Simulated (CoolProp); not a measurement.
C2F6 (R116) at 298.15 K and 0.333 MPa flows at 0.86 m/s in a round tube of 20 mm bore and 1.5 µm roughness, fully developed (64/Re and Nu = 3.66 if laminar; Colebrook and Gnielinski if turbulent). Each further row changes one setting.

Values from CoolProp's reference Helmholtz-energy equation of state, Lemmon 2006. It is a short technical equation, of lower accuracy than the large ones.

```
case               Reynolds number  Darcy friction factor  pressure drop (Pa/m)  heat-transfer coefficient (W/(m² K))  mass flow (kg/h)
-----------------  ---------------  ---------------------  --------------------  ------------------------------------  ----------------
as stated                    23400                 0.0251                  8.91                                  44.7              18.7
velocity 1.72 m/s            46800                 0.0215                  30.5                                  77.3              37.4
diameter 40 mm               46800                 0.0213                  3.79                                  38.4              74.8
```

Viscosity comes from a separate model (Huber 2003), an estimate that may be off by 10 % or more. Thermal conductivity comes from a separate model (Huber 2003), an estimate that may be off by 10 % or more.
